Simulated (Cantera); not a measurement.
An isothermal, constant-pressure homogeneous reactor starts with NH₃ : N₂ = 1 : 1.8 (molar parts), at 1850 K and 90.0 Torr. Integrator tolerance rtol = 1e-08.

Model: the gas-phase N/H chemistry of the illustrative SiF4/NH3 mechanism in the Surface Chemkin manual (1991), integrated in Cantera. Walls and surfaces, which speed up NH3 decomposition in real reactors, are not modelled.

What does this change do: temperature 1850 to 1325 K?


```csv
quantity,before,after
x(NH₃) at 2.00 s,0.0790 (gas-phase equilibrium 6.05e-7),0.357 (gas-phase equilibrium 2.56e-6)
x(H₂) at 2.00 s,0.307 (gas-phase equilibrium 0.394),0.000220 (gas-phase equilibrium 0.395)
x(N₂H₂) at 2.00 s,2.11e-7 (gas-phase equilibrium <1e-12),9.01e-8 (gas-phase equilibrium <1e-12)
x(N₂H₄) at 2.00 s,3.22e-9 (gas-phase equilibrium <1e-12),2.03e-8 (gas-phase equilibrium <1e-12)
x(NH) at 2.00 s,3.00e-6 (gas-phase equilibrium 4.48e-10),1.04e-8 (gas-phase equilibrium <1e-12)
x(N) at 2.00 s,2.85e-7 (gas-phase equilibrium 1.94e-10),5.91e-12 (gas-phase equilibrium <1e-12)
x(N₂) at 2.00 s,0.613 (gas-phase equilibrium 0.605),0.643 (gas-phase equilibrium 0.605)
```

What does this change do: NH3 1 to 2.8 parts?


```
quantity                                             before                                     after
-----------------  ----------------------------------------  ----------------------------------------
x(NH₃) at 2.00 s     0.0790 (gas-phase equilibrium 6.05e-7)     0.131 (gas-phase equilibrium 8.82e-7)
x(H₂) at 2.00 s         0.307 (gas-phase equilibrium 0.394)       0.445 (gas-phase equilibrium 0.567)
x(N₂H₂) at 2.00 s    2.11e-7 (gas-phase equilibrium <1e-12)    3.41e-7 (gas-phase equilibrium <1e-12)
x(N₂H₄) at 2.00 s    3.22e-9 (gas-phase equilibrium <1e-12)    5.90e-9 (gas-phase equilibrium <1e-12)
x(NH) at 2.00 s    3.00e-6 (gas-phase equilibrium 4.48e-10)  3.32e-6 (gas-phase equilibrium 4.54e-10)
x(N) at 2.00 s     2.85e-7 (gas-phase equilibrium 1.94e-10)  2.59e-7 (gas-phase equilibrium 1.64e-10)
x(N₂) at 2.00 s         0.613 (gas-phase equilibrium 0.605)       0.423 (gas-phase equilibrium 0.432)
```
